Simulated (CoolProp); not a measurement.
Saturation properties of C2F6 (R116).

The numbers come from the reference Helmholtz-energy equation of state, Lemmon 2006 in CoolProp. It is a short technical equation, of lower accuracy than the large ones.

```json
[
 {"T (K)": "233.7", "p (bar)": "5.511", "vapour density (kg/m³)": "45.97", "enthalpy of vaporisation (kJ/kg)": "97.23", "surface tension (mN/m)": "5.99", "vapour viscosity (µPa s)": "10.9"},
 {"T (K)": "239.3", "p (bar)": "6.704", "vapour density (kg/m³)": "56.08", "enthalpy of vaporisation (kJ/kg)": "93.64", "surface tension (mN/m)": "5.30", "vapour viscosity (µPa s)": "11.2"},
 {"T (K)": "245", "p (bar)": "8.104", "vapour density (kg/m³)": "68.27", "enthalpy of vaporisation (kJ/kg)": "89.71", "surface tension (mN/m)": "4.62", "vapour viscosity (µPa s)": "11.5"},
 {"T (K)": "250.7", "p (bar)": "9.711", "vapour density (kg/m³)": "82.78", "enthalpy of vaporisation (kJ/kg)": "85.44", "surface tension (mN/m)": "3.95", "vapour viscosity (µPa s)": "11.8"},
 {"T (K)": "256.3", "p (bar)": "11.51", "vapour density (kg/m³)": "99.82", "enthalpy of vaporisation (kJ/kg)": "80.85", "surface tension (mN/m)": "3.31", "vapour viscosity (µPa s)": "12.3"},
 {"T (K)": "262", "p (bar)": "13.58", "vapour density (kg/m³)": "120.7", "enthalpy of vaporisation (kJ/kg)": "75.68", "surface tension (mN/m)": "2.69", "vapour viscosity (µPa s)": "12.8"},
 {"T (K)": "267.7", "p (bar)": "15.93", "vapour density (kg/m³)": "146.4", "enthalpy of vaporisation (kJ/kg)": "69.87", "surface tension (mN/m)": "2.09", "vapour viscosity (µPa s)": "13.4"},
 {"T (K)": "273.3", "p (bar)": "18.51", "vapour density (kg/m³)": "178.0", "enthalpy of vaporisation (kJ/kg)": "63.31", "surface tension (mN/m)": "1.53", "vapour viscosity (µPa s)": "14.3"},
 {"T (K)": "279", "p (bar)": "21.47", "vapour density (kg/m³)": "220.1", "enthalpy of vaporisation (kJ/kg)": "55.35", "surface tension (mN/m)": "0.996", "vapour viscosity (µPa s)": "15.5"},
 {"T (K)": "284.7", "p (bar)": "24.80", "vapour density (kg/m³)": "280.0", "enthalpy of vaporisation (kJ/kg)": "45.18", "surface tension (mN/m)": "0.517", "vapour viscosity (µPa s)": "17.6"}
]
```

It boils at 195.1 K under 1 atm.

Viscosity comes from a separate model (Huber 2003), an estimate that may be off by 10 % or more. Surface tension comes from a separate correlation (Mulero 2012).
